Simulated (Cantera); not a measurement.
What does this Cantera script print?

```python
import numpy as np
import cantera as ct

gas_names = """
    TaO2 C2H6 H2O2 H
""".split()
cond_names = """
    TaC(s) TaC(L)
""".split()


# ... load() reads the species with a 1 bar reference pressure and builds the phases ...
species = {s.name: s for s in load("nasa_gas.yaml", gas_names) + load("nasa_condensed.yaml", cond_names)}
# Each term lists the table entries of one substance; the one whose range holds T is used.
reactions = {
    '2 TaO2(g) + C2H6(g) = 2 H2O2(g) + 2 TaC + 2 H(g)':
        [(-2, ['TaO2']), (-1, ['C2H6']), (2, ['H2O2']), (2, ['TaC(s)', 'TaC(L)']), (2, ['H'])],
}


def pick(names, T):
    return next(species[n] for n in names if species[n].thermo.min_temp <= T <= species[n].thermo.max_temp)


results = []
for label, terms in reactions.items():
    print(label)
    print("     T/K   dH/kJ  dS/(J/K)   dG/kJ   log10 K")
    for T in [300, 1475, 1625, 1775, 1925, 2075, 2225, 2375, 2525, 2675, 2825]:
        used = [(nu, pick(names, T)) for nu, names in terms]
        dH = sum(nu * s.thermo.h(T) for nu, s in used) / 1e6
        dS = sum(nu * s.thermo.s(T) for nu, s in used) / 1e3
        dG = dH - T * dS / 1e3
        logK = -dG * 1e6 / (ct.gas_constant * T * np.log(10))
        results.append((label, T, dH, dS, dG, logK, [s.name for _, s in used]))
        print(f"{T:8g} {dH:8.1f} {dS:8.1f} {dG:8.1f} {logK:8.2f}")
```

Output:

```
2 TaO2(g) + C2H6(g) = 2 H2O2(g) + 2 TaC + 2 H(g)
     T/K   dH/kJ  dS/(J/K)   dG/kJ   log10 K
     300    360.8     -6.1    362.7   -63.14
    1475    408.6     65.5    312.1   -11.05
    1625    413.4     68.5    302.0    -9.71
    1775    418.1     71.3    291.5    -8.58
    1925    423.0     74.0    280.6    -7.61
    2075    428.1     76.5    269.3    -6.78
    2225    433.3     79.0    257.6    -6.05
    2375    438.8     81.3    245.6    -5.40
    2525    444.6     83.7    233.2    -4.83
    2675    450.6     86.0    220.5    -4.31
    2825    456.9     88.3    207.4    -3.84
```

Source: NASA polynomial tables (part measured, part estimated), evaluated in Cantera. TaC: taken at fixed stoichiometry. Condensed species are held in their standard states even where they would react or evaporate.
